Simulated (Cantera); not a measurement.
A closed system holds: 1 mol Zr, 0.97 mol H2O, 0.19 mol O2, held at 1427 °C and 75.0 mbar.

Equilibrium computed with Cantera from the NASA thermochemical tables; the gas is ideal and each condensed phase is pure. Candidate condensed phases: H2O, Zr, ZrO2; 12 gas species. Mutual solubility and eutectic melting of coexisting phases are not modelled. Condensed phases not in the tables: N, O or C dissolved in the metal. Rates play no part.

Question: What is the equilibrium state?

Answer: x(H2): 0.999
x(H): 0.000538
n(Zr(β)): 0.325 mol
n(ZrO2(tetragonal)): 0.675 mol
gas amount: 0.9703 mol
